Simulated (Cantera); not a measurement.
Cantera run:

```python
import numpy as np
import cantera as ct

gas_names = """
    CL CL2 H HCL H2 N NH NH2 NH3 N2 N2H2 N2H4 Si SiCL SiCL2 SiCL3 SiCL4 SiH SiHCL3 SiH2 SiH2CL2 SiH3
    SiH3CL SiH4 SiN Si2 Si2N Si3
""".split()
cond_names = """
    NH4CL(a) NH4CL(b) Si(cr) Si(L) Si3N4(a)
""".split()


def load(file, names, dense=False):
    # The tables refer to 1 bar. Condensed volumes are neglected.
    table = {s.name: s for s in ct.Species.list_from_file(file)}
    out = []
    for n in names:
        d = dict(table[n].input_data)
        d["thermo"] = dict(d["thermo"], **{"reference-pressure": 1e5})
        if dense:
            d["equation-of-state"] = {"model": "constant-volume", "density": "1e6 g/cm^3"}
        out.append(ct.Species.from_dict(d))
    return out


gas = ct.Solution(thermo="ideal-gas", species=load("nasa_gas.yaml", gas_names))
cond = {s.name: ct.Solution(thermo="fixed-stoichiometry", species=[s], name=s.name)
        for s in load("nasa_condensed.yaml", cond_names, dense=True)}
atoms = {
    'Si2Cl6': {'Si': 2, 'CL': 6},
    'N2': {'N': 2},
    'H2': {'H': 2},
}
top_T = {'Si3N4(a)': 2400}  # K; cautious upper limits of use, not melting points


def equilibrate(T, P, feed):
    n = {}
    for name, mol in feed.items():
        for a, k in atoms[name].items():
            n[a] = n.get(a, 0.0) + k * mol
    gas.TPX = T, P, n
    mass = sum(n.values()) * gas.mean_molecular_weight
    gas.equilibrate("TP")
    valid = [c for c in cond.values() if c.min_temp <= T <= top_T.get(c.name, c.max_temp)]
    mix = ct.Mixture([(gas, mass / gas.mean_molecular_weight)] + [(c, 0.0) for c in valid])
    mix.T, mix.P = T, P
    mix.equilibrate("TP", solver="vcs", rtol=1e-11, max_steps=5000)
    return mix


results = []
feed = {'Si2Cl6': 1, 'N2': 3.1, 'H2': 0.25}  # mol
T = 1073.15  # K
P = 14000  # Pa
mix = equilibrate(T, P, feed)
results.append((T, P, feed, dict(zip(mix.species_names, mix.species_moles))))
x = sorted(zip(gas.X, gas.species_names), reverse=True)
print(f"T = {T:g} K  P = {P:g} Pa  gas = {mix.phase_moles(0):.4g} mol")
print("   x: " + "  ".join(f"{s} {v:.3e}" for v, s in x if v > 1e-06))
print("   condensed (mol): " + ("  ".join(f"{mix.phase(i).name} {mix.phase_moles(i):.4g}"
      for i in range(1, mix.n_phases) if mix.phase_moles(i) > 1e-12) or "none"))
```

Output:

```
T = 1073.15 K  P = 14000 Pa  gas = 4.554 mol
   x: N2 5.917e-01  SiCL4 3.050e-01  HCL 9.586e-02  H2 6.840e-03  SiCL3 3.601e-04  SiHCL3 2.669e-04  SiCL2 6.799e-06
   condensed (mol): Si3N4(a) 0.2028
```

Method: chemical equilibrium by Gibbs-energy minimisation in Cantera with the NASA 1993 tables (ideal gas, pure condensed phases). The feed counts by its element totals alone. N2 is the only nitrogen source here; it is nearly inert below about 1500 K, so the nitride shown seldom forms there in practice. The tables' values for SiCl3 are old estimates; treat these amounts as uncertain.
